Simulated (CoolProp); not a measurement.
Vapour-liquid equilibrium of n-octane (1) + n-dodecane (2) at 0.157 MPa; x and y are mole fractions of (1).

The numbers come from the multi-fluid Helmholtz-energy mixture model, Beckmüller 2019 and Lemmon 2004; pair parameters Bell 2016 in CoolProp.

```tsv
x	bubble temperature, mixture model (°C)	bubble temperature, Raoult's law (°C)	y, mixture model	y, Raoult's law
0.05	226.6	223.8	0.206	0.269
0.2	203.1	197.8	0.604	0.674
0.35	184.9	180.4	0.798	0.836
0.5	170.9	167.8	0.896	0.913
0.65	160.0	158.1	0.948	0.955
0.8	151.3	150.4	0.978	0.980
0.95	144.3	144.1	0.996	0.996
```

The largest gap from Raoult's law is +5.3 K in bubble temperature, at x = 0.2. No azeotrope shows between x = 0.05 and 0.95.

The pair parameters rest on a limited set of measurements; away from them the model extrapolates.
